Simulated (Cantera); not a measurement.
Charge: 1 mol Al₂O₃, 0.34 mol H₂O, at 1 atm.

Equilibrium computed with Cantera from the NASA thermochemical tables; the gas is ideal and each condensed phase is pure. Candidate condensed phases: Al, Al₂O₃, H₂O; 19 gas species. Gases not in the tables: Al(OH)₃. The numbers say what is thermodynamically allowed, not how fast it happens.

Problem. Which condensed phases are stable at each of these points (T (°C)): 1025, 1125, 1225, 1325, 1425, 1525, 1625, 1725, 1825, 1925, 2025, 2125?

Solution. 
| T (°C) | condensed phases | Al condensed (%) |
|---|---|---|
| 1025 | Al₂O₃(s) | 100.0 |
| 1125 | Al₂O₃(s) | 100.0 |
| 1225 | Al₂O₃(s) | 100.0 |
| 1325 | Al₂O₃(s) | 100.0 |
| 1425 | Al₂O₃(s) | 100.0 |
| 1525 | Al₂O₃(s) | 100.0 |
| 1625 | Al₂O₃(s) | 100.0 |
| 1725 | Al₂O₃(s) | 100.0 |
| 1825 | Al₂O₃(s) | 100.0 |
| 1925 | Al₂O₃(s) | 100.0 |
| 2025 | Al₂O₃(s) | 100.0 |
| 2125 | Al₂O₃(l) | 100.0 |

From 1025 °C to 2025 °C the condensed part is Al₂O₃(s). At 2125 °C the condensed part is Al₂O₃(l).
